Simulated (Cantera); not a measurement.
A closed system holds: 1 mol SiH4, 0.051 mol HCl, 4.8 mol N2, 0.014 mol Cl2, at 26000 Pa.

These are equilibrium values from Cantera (NASA tables, ideal gas, pure condensed phases), not measurements of a reactor. Candidate condensed phases: NH4Cl, Si, Si3N4; 28 gas species. N2 is the only nitrogen source here; it is nearly inert below about 1500 K, so the nitride shown seldom forms there in practice. Equilibrium is a limit: real reactors are often held back by kinetics, nucleation or transport. All values below are at 1177 °C.

Base state: N2 0.667, H2 0.320, HCl 0.0127, H 1.05e-5 (mole fractions); condensed: Si3N4(s).

Q: What changes in the equilibrium state with this change: 0.84 mol HF added?

A: 
```tsv
species	before	after
N2	0.667	0.612
H2	0.320	0.343
SiF4	0	0.0275
HCl	0.0127	0.0113
HF	0	0.00398
SiF3	0	0.00129
Si3N4(s), mol	0.333	0.264
```
The tables' values for SiF3, SiF2 are old estimates; treat these amounts as uncertain.
